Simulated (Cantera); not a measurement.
# Premixed flame

A freely propagating, adiabatic, planar premixed flame of CH4 : C2H6 : C3H8 : O2 : N2 = 1 : 0.69 : 0.64 : 6.35 : 23.9 (molar parts), equivalence ratio 1.2, unburnt at 300 K and 0.957 atm; mixture-averaged transport, grid criteria slope 0.08 and curve 0.16, no radiation.

Cantera simulation using GRI-Mech 3.0 (53 species, 325 reactions); the numbers are that mechanism's predictions, not measurements. GRI-Mech 3.0 was tuned for natural gas; its chemistry of propane as a main component is partial and can be far from experiment. Burning velocities carry a grid error of a few per cent, more on coarse grids.

| z (mm) | T (K) | u (m/s) | x CH4 | x C2H6 | x C3H8 | x C2H4 | x CH2 | x NO2 |
|---|---|---|---|---|---|---|---|---|
| -1.13 | 300 | 0.429 | 0.0307 | 0.0212 | 0.0196 | 7.88e-8 | <1e-8 | <1e-8 |
| -0.754 | 301 | 0.431 | 0.0306 | 0.0211 | 0.0196 | 1.86e-6 | <1e-8 | <1e-8 |
| -0.566 | 309 | 0.443 | 0.0303 | 0.0210 | 0.0195 | 1.60e-5 | <1e-8 | 2.18e-8 |
| -0.377 | 383 | 0.556 | 0.0291 | 0.0205 | 0.0192 | 0.000302 | <1e-8 | 2.82e-7 |
| -0.189 | 883 | 1.32 | 0.0219 | 0.0149 | 0.0139 | 0.00402 | 9.15e-8 | 5.84e-7 |
| -0.0943 | 1333 | 2.05 | 0.0146 | 0.00693 | 0.00488 | 0.00687 | 6.38e-6 | 1.24e-7 |
| 0 | 1727 | 2.70 | 0.00518 | 0.000523 | 0.000129 | 0.00284 | 6.39e-5 | 1.26e-8 |
| 0.0943 | 1903 | 2.98 | 0.000647 | 2.88e-6 | 8.03e-8 | 0.000167 | 3.54e-5 | <1e-8 |
| 0.189 | 1952 | 3.04 | 4.28e-5 | <1e-8 | <1e-8 | 3.41e-6 | 3.83e-6 | <1e-8 |
| 0.377 | 1988 | 3.08 | 1.75e-7 | <1e-8 | <1e-8 | <1e-8 | 2.02e-8 | <1e-8 |
| 0.754 | 2028 | 3.13 | <1e-8 | <1e-8 | <1e-8 | <1e-8 | <1e-8 | <1e-8 |
| 1.51 | 2074 | 3.19 | <1e-8 | <1e-8 | <1e-8 | <1e-8 | <1e-8 | <1e-8 |
| 3.02 | 2117 | 3.25 | <1e-8 | <1e-8 | <1e-8 | <1e-8 | <1e-8 | <1e-8 |
x: mole fraction of selected species; z is measured from the peak of heat release.

laminar burning velocity: 42.8 cm/s
thermal thickness: 0.377 mm
peak x(C2H4): 0.00688
peak x(CH2): 6.93e-5
grid points: 153
